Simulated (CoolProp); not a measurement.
A single-stage vapour-compression cycle with R143a: evaporating at 197.15 K (dew point), condensing at 250.15 K (bubble point), superheat 5 K, subcooling 2 K, compressor efficiency 0.9, no pressure losses. Each further row changes one setting.

The numbers come from the reference Helmholtz-energy equation of state, Lemmon and Jacobsen 2000 in CoolProp.

| case | cooling COP | pressure ratio | discharge temperature (K) | refrigerating effect (kJ/kg) | volumetric capacity (kJ/m³) |
|---|---|---|---|---|---|
| as stated | 2.70 | 13.7 | 289.5 | 182 | 190 |
| evaporating temperature 202.15 K | 3.14 | 10.0 | 284.4 | 185 | 259 |
| condensing temperature 245.15 K | 3.06 | 11.3 | 282.6 | 189 | 197 |
| subcooling 7 K | 2.81 | 13.7 | 289.5 | 189 | 197 |
| superheat 15 K | 2.69 | 13.7 | 300.6 | 189 | 188 |
| compressor efficiency 0.8 | 2.40 | 13.7 | 298.1 | 182 | 190 |
